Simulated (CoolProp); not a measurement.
Carbon monoxide at 293.15 K and 1.15 MPa is throttled through a valve to 0.706 MPa with no heat exchange. Each further row changes one setting.

The numbers come from the reference Helmholtz-energy equation of state, Lemmon 2006 in CoolProp. It is a short technical equation, of lower accuracy than the large ones.

```tsv
case	temperature change (K)	final density (kg/m³)
as stated	___	___
outlet pressure 0.212 MPa	___	___
outlet pressure 0.918 MPa	___	___
```

Q: Some entries are withheld; supply them.

A: 
- as stated, temperature change (K): -1.1
- as stated, final density (kg/m³): 8.17
- outlet pressure 0.212 MPa, temperature change (K): -2.4
- outlet pressure 0.212 MPa, final density (kg/m³): 2.46
- outlet pressure 0.918 MPa, temperature change (K): -0.6
- outlet pressure 0.918 MPa, final density (kg/m³): 10.6
